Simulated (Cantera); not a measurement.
Charge: 1 mol SiCl4, 5.6 mol HCl, 13 mol H2, equilibrated at 1.00 bar.

Cantera equilibrium calculation (NASA polynomials, part measured and part estimated; ideal gas, pure solids and liquids). Candidate condensed phases: Si; 19 gas species. The tables' values for SiCl3 are old estimates; treat these amounts as uncertain. Kinetics and transport are ignored. All values below are at 1373 K.

Base state: H2 0.652, HCl 0.298, SiCl4 0.0397, SiHCl3 0.00550, SiCl3 0.00382, SiCl2 0.00170, SiH2Cl2 0.000113 (mole fractions); condensed: gas only.

Question: What changes in the equilibrium state with this change: HCl from 5.6 to 4.2 mol?

Answer: 
```json
[
 {"species": "H2", "before": "0.652", "after": "0.698"},
 {"species": "HCl", "before": "0.298", "after": "0.247"},
 {"species": "SiCl4", "before": "0.0397", "after": "0.0399"},
 {"species": "SiHCl3", "before": "0.00550", "after": "0.00713"},
 {"species": "SiH2Cl2", "before": "0.000113", "after": "0.000189"},
 {"species": "SiCl2", "before": "0.00170", "after": "0.00265"},
 {"species": "SiCl3", "before": "0.00382", "after": "0.00478"}
]
```

Question: What changes in the equilibrium state with this change: SiCl4 replaced by Si?

Answer: 
```csv
species,before,after
H2,0.652,0.817
HCl,0.298,0.127
SiCl4,0.0397,0.0283
SiHCl3,0.00550,0.0116
SiH3Cl,6.60e-7,1.20e-5
SiH2Cl2,0.000113,0.000698
```
